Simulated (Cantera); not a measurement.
**SO2 + H2O + H2 + O2 + CO2 (abatement and gas-phase synthesis)**

Input: 1 mol SO2, 3.7 mol H2O, 9.3 mol H2, 0.063 mol O2, 0.00048 mol CO2, equilibrated at 13.0 mbar.

These are equilibrium values from Cantera (NASA tables, ideal gas, pure condensed phases), not measurements of a reactor. Candidate condensed phases: C, C6H6, C7H8, C8H18, H2O, H2SO4, S; 123 gas species. The numbers say what is thermodynamically allowed, not how fast it happens.

| T (K) | x H | x H2 | x O | x OH | x H2O | x S | x SO | x O2 |
|---|---|---|---|---|---|---|---|---|
| 2998 | 0.577 | 0.176 | 0.100 | 0.0498 | 0.0457 | 0.0194 | 0.0173 | 0.0103 |
| 3023 | 0.596 | 0.161 | 0.107 | 0.0474 | 0.0379 | 0.0201 | 0.0161 | 0.00995 |
| 3048 | 0.614 | 0.147 | 0.114 | 0.0448 | 0.0311 | 0.0209 | 0.0149 | 0.00949 |
| 3073 | 0.631 | 0.134 | 0.120 | 0.0420 | 0.0254 | 0.0216 | 0.0137 | 0.00896 |
| 3098 | 0.647 | 0.122 | 0.126 | 0.0391 | 0.0206 | 0.0224 | 0.0126 | 0.00838 |
| 3123 | 0.661 | 0.110 | 0.131 | 0.0362 | 0.0166 | 0.0231 | 0.0114 | 0.00777 |
| 3148 | 0.674 | 0.0996 | 0.136 | 0.0334 | 0.0133 | 0.0238 | 0.0104 | 0.00715 |
| 3173 | 0.686 | 0.0899 | 0.141 | 0.0306 | 0.0107 | 0.0244 | 0.00937 | 0.00653 |
| 3198 | 0.697 | 0.0809 | 0.145 | 0.0280 | 0.00849 | 0.0250 | 0.00843 | 0.00594 |
| 3223 | 0.707 | 0.0727 | 0.148 | 0.0255 | 0.00674 | 0.0256 | 0.00756 | 0.00538 |
| 3248 | 0.716 | 0.0653 | 0.152 | 0.0232 | 0.00535 | 0.0261 | 0.00676 | 0.00485 |
x: gas mole fraction; nothing condenses.

From 2998 K to 3248 K nothing is condensed. The main C-bearing gas is CO throughout.
